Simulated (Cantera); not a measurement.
Mixture: CH4 : O2 : N2 = 1 : 2.27 : 8.55 (molar parts), at 100000 Pa, adiabatic and at constant pressure. Ignition delay is the time to a rise of 400 K.

Cantera simulation using GRI-Mech 3.0 (53 species, 325 reactions); the numbers are that mechanism's predictions, not measurements.

Task: What does this change do: CH4 1 to 0.39 parts?

Result: 
```
quantity                                                before       after
--------------------------------------------------  ----------  ----------
delay at 1000 K                                         1.04 s     0.656 s
delay at 1100 K                                        0.195 s     0.120 s
delay at 1200 K                                        43.0 ms     26.4 ms
delay at 1300 K                                        11.0 ms     6.94 ms
delay at 1400 K                                        3.26 ms     2.21 ms
apparent activation energy between 1300 and 1400 K  180 kJ/mol  170 kJ/mol
```
